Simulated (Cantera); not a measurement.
An isothermal, constant-pressure homogeneous reactor starts with CH₄ : H₂ : CO₂ = 0.023 : 1 : 0.0098 (molar parts), at 1675 K and 0.290 bar.

Detailed kinetics in Cantera: GRI-Mech 3.0 (53 species, 325 reactions). GRI-Mech 3.0 stops at C3 and has no aromatics, soot or wall deposition, so with more carbon than oxygen in the feed, carbon stays in small species such as C2H2 where larger ones or solid carbon would form.

Predict: x(CH₄) at 100 s; x(H₂) at 100 s; x(CO₂) at 100 s; x(C₂H₂) at 100 s; x(C₂H₄) at 100 s.


| Property | Result |
|---|---|
| x(CH₄) at 100 s | 0.00316 (gas-phase equilibrium 0.00298) |
| x(H₂) at 100 s | 0.973 (gas-phase equilibrium 0.974) |
| x(CO₂) at 100 s | 6.05e-6 (gas-phase equilibrium 1.81e-9) |
| x(C₂H₂) at 100 s | 0.00511 (gas-phase equilibrium 0.00464) |
| x(C₂H₄) at 100 s | 8.49e-5 (gas-phase equilibrium 7.71e-5) |
